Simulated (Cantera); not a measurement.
Charge: 1 mol Si, 4.9 mol HBr, at 21.0 Pa.

These are equilibrium values from Cantera (NASA tables, ideal gas, pure condensed phases), not measurements of a reactor. Candidate condensed phases: Br₂, Si; 19 gas species. The tables' values for SiBr₃, SiBr are old estimates; treat these amounts as uncertain. The numbers say what is thermodynamically allowed, not how fast it happens.

x: gas mole fraction; nothing condenses.

```
T (K)  x HBr   x H₂  x SiBr₄      x Br  x SiBr₂
-----  -----  -----  -------  --------  -------
498    0.231  0.513    0.256  1.01e-12   <1e-12
648    0.231  0.513    0.256         ?        ?
798    0.231  0.513    0.256   8.49e-7  6.60e-6
948    0.242  0.503    0.247         ?        ?
1098   0.394  0.372    0.134  0.000879   0.0873
1248   0.541  0.239   0.0212    0.0113    0.178
1398   0.518  0.229  0.00130    0.0538    0.195
1548   0.406  0.261  7.01e-5     0.143    0.188
1698   0.267  0.298  3.78e-6     0.252    0.173
```

Question: Fill in the missing entries.

Answer: 
- 948, x Br: 3.32e-5
- 948, x SiBr₂: 0.00462
- 648, x Br: 4.41e-9
- 648, x SiBr₂: 3.39e-10
